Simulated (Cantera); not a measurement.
**Equilibrium for carbon deposition, reforming and gasification: C2H2 + H2**

Charge: 1 mol C2H2, 0.92 mol H2, at 1.00 bar.

These are equilibrium values from Cantera (NASA tables, ideal gas, pure condensed phases), not measurements of a reactor. Candidate condensed phases: C, C6H6, C7H8, C8H18; 76 gas species. Rates play no part.

From 800 °C to 2600 °C the condensed part is C(graphite). The main C-bearing gas is CH4 at 800 °C and C2H2 (acetylene) at 2600 °C.

| T (°C) | x H2 | x H | x CH4 | x C2H2 (acetylene) | x C4H2 | n C(graphite) |
|---|---|---|---|---|---|---|
| 800 | 0.958 | 1.37e-8 | 0.0422 | 6.88e-9 | <1e-12 | 1.92 |
| 950 | 0.987 | 2.99e-7 | 0.0130 | 1.55e-7 | <1e-12 | 1.98 |
| 1100 | 0.995 | 3.32e-6 | 0.00498 | 1.72e-6 | 1.12e-12 | 1.99 |
| 1250 | 0.998 | 2.31e-5 | 0.00229 | 1.18e-5 | 5.34e-11 | 2.00 |
| 1400 | 0.999 | 0.000114 | 0.00121 | 5.69e-5 | 1.26e-9 | 2.00 |
| 1550 | 0.999 | 0.000433 | 0.000712 | 0.000211 | 1.77e-8 | 2.00 |
| 1700 | 0.998 | 0.00135 | 0.000454 | 0.000639 | 1.64e-7 | 2.00 |
| 1850 | 0.994 | 0.00358 | 0.000309 | 0.00165 | 1.11e-6 | 1.99 |
| 2000 | 0.988 | 0.00835 | 0.000220 | 0.00372 | 5.74e-6 | 1.99 |
| 2150 | 0.975 | 0.0175 | 0.000162 | 0.00754 | 2.40e-5 | 1.97 |
| 2300 | 0.952 | 0.0335 | 0.000121 | 0.0139 | 8.39e-5 | 1.94 |
| 2450 | 0.917 | 0.0593 | 9.09e-5 | 0.0235 | 0.000250 | 1.90 |
| 2600 | 0.864 | 0.0977 | 6.70e-5 | 0.0366 | 0.000645 | 1.84 |
x: gas mole fraction; n: condensed amount in mol.
